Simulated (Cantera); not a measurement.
Charge: 1 mol NaCl, 1.5 mol H2, held at 0.510 bar.

Method: chemical equilibrium by Gibbs-energy minimisation in Cantera with the NASA 1993 tables (ideal gas, pure condensed phases). Candidate condensed phases: Na, NaCl; 10 gas species. Rates play no part.

Q: Which condensed phases are stable at each of these points (T (K)): 848, 898, 948, 998, 1048, 1098, 1148, 1198, 1248, 1298?

A: 
```
T (K)  condensed phases  Na condensed (%)
-----  ----------------  ----------------
848             NaCl(s)             100.0
898             NaCl(s)             100.0
948             NaCl(s)             100.0
998             NaCl(s)             100.0
1048            NaCl(s)              99.9
1098            NaCl(l)              99.7
1148            NaCl(l)              99.3
1198            NaCl(l)              98.4
1248            NaCl(l)              96.7
1298            NaCl(l)              93.6
```

From 848 K to 1048 K the condensed part is NaCl(s). From 1098 K to 1298 K the condensed part is NaCl(l).
